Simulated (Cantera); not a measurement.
What does this Cantera script print?

```python
import numpy as np
import cantera as ct

gas_names = """
    C CO CO2 C2 C2O C3 C3O2 C4 C5 O O2 O3 Ti TiO TiO2
""".split()
cond_names = """
    C(gr) Ti(a) Ti(b) Ti(L) TiC(s) TiC(L) TiO(a) TiO(b) TiO(L) TiO2(ru) TiO2(L) Ti2O3(a) Ti2O3(b)
    Ti2O3(L) Ti3O5(a) Ti3O5(b) Ti3O5(L) Ti4O7(s) Ti4O7(L)
""".split()


# ... load() reads the species with a 1 bar reference pressure and builds the phases ...
atoms = {
    'Ti': {'Ti': 1},
    'CO': {'C': 1, 'O': 1},
}
top_T = {'C(gr)': 4500}  # K; cautious upper limits of use, not melting points


# ... equilibrate(T, P, feed) seeds the gas with the atoms and calls Mixture.equilibrate('TP', solver="vcs", rtol=1e-11, max_steps=5000) ...
results = []
feed = {'Ti': 1, 'CO': 2.8}  # mol
T = 873  # K
for P in [10, 82, 670, 5500, 45000, 370000, 3000000]:
    mix = equilibrate(T, P, feed)
    results.append((T, P, feed, dict(zip(mix.species_names, mix.species_moles))))

top = {s: max(r[3][s] / sum(r[3][g] for g in gas_names) for r in results) for s in gas_names}
cols = sorted((s for s in top if top[s] > 1e-06), key=lambda s: -top[s])[:9]
seen = [c for c in cond_names if any(r[3].get(c, 0) > 1e-12 for r in results)]
print("log10 of partial pressures in bar; condensed amounts in mol")
print(f"{'P/Pa':>10s}" + "".join(f"{s[:9]:>10s}" for s in cols + seen))
for T, P, feed, n in results:
    ng = sum(n[g] for g in gas_names)
    print(f"{P:10.4g}" + "".join(f"{np.log10(max(n[s] / ng * P / 1e5, 1e-99)):10.3f}" for s in cols)
          + "".join(f"{n.get(c, 0):10.4g}" for c in seen))
```

Output:

```
log10 of partial pressures in bar; condensed amounts in mol
      P/Pa        CO       CO2     C(gr)  TiO2(ru)
        10    -4.000    -6.946     2.001         1
        82    -3.090    -5.125     2.007         1
       670    -2.204    -3.352      2.05         1
      5500    -1.417    -1.778     2.186         1
   4.5e+04    -0.796    -0.537     2.314         1
   3.7e+05    -0.277     0.501     2.369         1
     3e+06     0.199     1.454     2.389         1
```

Method: chemical equilibrium by Gibbs-energy minimisation in Cantera with the NASA 1993 tables (ideal gas, pure condensed phases).
